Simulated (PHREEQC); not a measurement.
Solution (25 °C): 0.0011 mol HF, 0.02 mol NH4HF2, 0.00013 mol H2SiF6 and 0.00011 mol HCl per kg of water. Closed to the air; pH follows from the charge balance.

All values are PHREEQC results (ion-association model, wateq4f.dat), not measurements.

Task: The ionic strength comes out as 0.0209 mol/kgw. What activity coefficients do HF2-, F-, SiF6-2, Cl-, H+ get?

Result: HF2- 0.86, F- 0.86, SiF6-2 0.58, Cl- 0.86, H+ 0.89.

Precipitation was switched off in this run. SiF6-2 is the database's only silicon fluoride.
